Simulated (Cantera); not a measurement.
Input: 1 mol Si3N4, 0.49 mol O2, 8.2 mol N2, 1.2 mol CO2, held at 1225 K and 0.540 Pa.

Cantera equilibrium calculation (NASA polynomials, part measured and part estimated; ideal gas, pure solids and liquids). Candidate condensed phases: C, Si, SiC, SiO2, Si2N2O, Si3N4; 34 gas species. Mutual solubility and eutectic melting of coexisting phases are not modelled. The tables hold silica as quartz up to 1696 K and as liquid above; real silica turns to tridymite and cristobalite and melts near 1996 K. The numbers say what is thermodynamically allowed, not how fast it happens.

Base state: N2 0.879, CO 0.118, SiO 0.00281 (mole fractions); condensed: SiO2(β-quartz) + Si2N2O(s).

What changes in the equilibrium state with this change: pressure from 0.540 Pa to 1.00 bar?


```
species               before   after
-------------------  -------  ------
N2                     0.879   0.981
CO                     0.118  0.0189
SiO                  0.00281   <1e-9
SiO2(β-quartz), mol    0.444    1.13
Si2N2O(s), mol          1.26   0.933
C(graphite), mol           0    1.02
```
